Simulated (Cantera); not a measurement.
A Cantera script and what it prints.

```python
import numpy as np
import cantera as ct

gas_names = """
    CuF2 N NF3
""".split()
cond_names = """
    Cu(cr) Cu(L)
""".split()


def load(file, names, dense=False):
    # The tables refer to 1 bar. Condensed volumes are neglected.
    table = {s.name: s for s in ct.Species.list_from_file(file)}
    out = []
    for n in names:
        d = dict(table[n].input_data)
        d["thermo"] = dict(d["thermo"], **{"reference-pressure": 1e5})
        if dense:
            d["equation-of-state"] = {"model": "constant-volume", "density": "1e6 g/cm^3"}
        out.append(ct.Species.from_dict(d))
    return out


species = {s.name: s for s in load("nasa_gas.yaml", gas_names) + load("nasa_condensed.yaml", cond_names)}
# Each term lists the table entries of one substance; the one whose range holds T is used.
reactions = {
    '3 CuF2(g) + 2 N(g) = 3 Cu + 2 NF3(g)':
        [(-3, ['CuF2']), (-2, ['N']), (3, ['Cu(cr)', 'Cu(L)']), (2, ['NF3'])],
}


def pick(names, T):
    return next(species[n] for n in names if species[n].thermo.min_temp <= T <= species[n].thermo.max_temp)


results = []
for label, terms in reactions.items():
    print(label)
    print("     T/K   dH/kJ  dS/(J/K)   dG/kJ   log10 K")
    for T in [1798, 1948, 2098, 2248, 2398, 2548, 2698]:
        used = [(nu, pick(names, T)) for nu, names in terms]
        dH = sum(nu * s.thermo.h(T) for nu, s in used) / 1e6
        dS = sum(nu * s.thermo.s(T) for nu, s in used) / 1e3
        dG = dH - T * dS / 1e3
        logK = -dG * 1e6 / (ct.gas_constant * T * np.log(10))
        results.append((label, T, dH, dS, dG, logK, [s.name for _, s in used]))
        print(f"{T:8g} {dH:8.1f} {dS:8.1f} {dG:8.1f} {logK:8.2f}")
```

Result:

```
3 CuF2(g) + 2 N(g) = 3 Cu + 2 NF3(g)
     T/K   dH/kJ  dS/(J/K)   dG/kJ   log10 K
    1798   -317.4   -412.2    423.7   -12.31
    1948   -309.5   -408.0    485.2   -13.01
    2098   -301.7   -404.1    546.1   -13.60
    2248   -294.0   -400.5    606.4   -14.09
    2398   -286.3   -397.2    666.3   -14.51
    2548   -278.7   -394.2    725.6   -14.88
    2698   -271.2   -391.3    784.5   -15.19
```

Cantera with NASA thermochemical tables; ideal gases at 1 bar, condensed phases pure. Condensed species are held in their standard states even where they would react or evaporate.
